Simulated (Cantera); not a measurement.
Standard-state values (1 bar) from the NASA 1993 polynomials, evaluated with Cantera. Values are per mole of reaction as written; species without (g) are pure solids or liquids, kept so even where they would boil at 1 bar.

3 SiH4(g) + Si ⇌ 4 SiH3(g)

```json
[
 {"T (K)": "725", "ΔH° (kJ)": "734.1", "ΔS° (J/K)": "233.1", "ΔG° (kJ)": "565.1", "log10 K": "-40.71"},
 {"T (K)": "825", "ΔH° (kJ)": "733.5", "ΔS° (J/K)": "232.4", "ΔG° (kJ)": "541.8", "log10 K": "-34.30"},
 {"T (K)": "925", "ΔH° (kJ)": "732.8", "ΔS° (J/K)": "231.6", "ΔG° (kJ)": "518.6", "log10 K": "-29.28"},
 {"T (K)": "1025", "ΔH° (kJ)": "732.0", "ΔS° (J/K)": "230.7", "ΔG° (kJ)": "495.5", "log10 K": "-25.25"},
 {"T (K)": "1125", "ΔH° (kJ)": "[?]", "ΔS° (J/K)": "[?]", "ΔG° (kJ)": "[?]", "log10 K": "[?]"},
 {"T (K)": "1225", "ΔH° (kJ)": "729.9", "ΔS° (J/K)": "228.9", "ΔG° (kJ)": "449.5", "log10 K": "-19.17"},
 {"T (K)": "1325", "ΔH° (kJ)": "728.7", "ΔS° (J/K)": "227.9", "ΔG° (kJ)": "426.7", "log10 K": "-16.82"},
 {"T (K)": "1425", "ΔH° (kJ)": "727.4", "ΔS° (J/K)": "227.0", "ΔG° (kJ)": "403.9", "log10 K": "-14.81"},
 {"T (K)": "1525", "ΔH° (kJ)": "[?]", "ΔS° (J/K)": "[?]", "ΔG° (kJ)": "[?]", "log10 K": "[?]"},
 {"T (K)": "1625", "ΔH° (kJ)": "724.5", "ΔS° (J/K)": "225.1", "ΔG° (kJ)": "358.7", "log10 K": "-11.53"}
]
```

### Question
Fill in the missing entries.

### Answer

- 1125, ΔH° (kJ): 731.0
- 1125, ΔS° (J/K): 229.8
- 1125, ΔG° (kJ): 472.4
- 1125, log10 K: -21.94
- 1525, ΔH° (kJ): 726.0
- 1525, ΔS° (J/K): 226.0
- 1525, ΔG° (kJ): 381.3
- 1525, log10 K: -13.06
